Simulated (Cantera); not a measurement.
Input (Python, Cantera):

```python
import numpy as np
import cantera as ct

gas = ct.Solution("gri30.yaml")
gas.TPX = 900, 690, {'H2': 0.12, 'O2': 1}
reactor = ct.IdealGasConstPressureReactor(gas, energy="off", clone=False)
net = ct.ReactorNet([reactor])
net.rtol, net.atol = 1e-08, 1e-18
show = ['H2', 'O2', 'H2O', 'OH', 'HO2', 'H']
times = np.geomspace(9e-06, 40, 10)

steps = ct.SolutionArray(gas, extra=["t"])
rows = []
print(f"{'t/s':>10s}{'T/K':>9s}{'P/Pa':>11s}" + "".join(f"{s:>11s}" for s in show))
for t in times:
    while net.time < t:
        t_next = net.step()
        steps.append(gas.state, t=t_next)
    rows.append([np.interp(t, steps.t, y) for y in (steps.T, steps.P, *steps(*show).X.T)])
    print(f"{t:10.3e}{rows[-1][0]:9.1f}{rows[-1][1]:11.4g}" + "".join(f"{x:11.3e}" for x in rows[-1][2:]))
rate = np.gradient(steps.T, steps.t)
print("integrator steps:", len(steps.t))
if steps.T.max() > steps.T[0] + 200:
    print(f"time of steepest temperature rise: {steps.t[rate.argmax()]:.4e} s")
gas.TPX = 900, 690, {'H2': 0.12, 'O2': 1}
gas.equilibrate("TP")
print(f"equilibrium (TP): T = {gas.T:.1f} K  " + "  ".join(f"{s} {gas[s].X[0]:.3e}" for s in show))
```

Result:

```
       t/s      T/K       P/Pa         H2         O2        H2O         OH        HO2          H
 9.000e-06    900.0        690  1.071e-01  8.929e-01  4.993e-17  1.534e-15  2.062e-13  2.046e-13
 4.930e-05    900.0        690  1.071e-01  8.929e-01  6.234e-15  3.983e-14  1.130e-12  1.090e-12
 2.701e-04    900.0        690  1.071e-01  8.929e-01  6.808e-13  7.239e-13  6.216e-12  5.673e-12
 1.480e-03    900.0        690  1.071e-01  8.929e-01  5.685e-11  1.225e-11  3.505e-11  5.550e-11
 8.106e-03    900.0        690  1.071e-01  8.929e-01  3.796e-07  5.159e-08  6.758e-09  2.179e-07
 4.441e-02    900.0        690  2.433e-03  8.743e-01  1.043e-01  1.409e-03  7.949e-06  8.735e-03
 2.433e-01    900.0        690  6.249e-05  8.865e-01  1.131e-01  1.256e-04  2.038e-06  1.768e-05
 1.333e+00    900.0        690  2.055e-06  8.868e-01  1.132e-01  2.391e-05  1.823e-07  1.195e-07
 7.302e+00    900.0        690  6.930e-08  8.868e-01  1.132e-01  6.566e-06  1.664e-08  2.402e-09
 4.000e+01    900.0        690  5.664e-09  8.868e-01  1.132e-01  2.290e-06  2.214e-09  1.024e-10
integrator steps: 1683
equilibrium (TP): T = 900.0 K  H2 4.659e-12  O2 8.868e-01  H2O 1.132e-01  OH 6.964e-08  HO2 1.423e-10  H 3.058e-15
```

Detailed kinetics in Cantera: GRI-Mech 3.0 (53 species, 325 reactions). Radical loss at walls, strong at low pressure, is not modelled. Below about 950 K walls govern HO2 and H2O2 in real vessels. The temperature is held fixed by assumption; the heat of reaction is taken as removed at once.
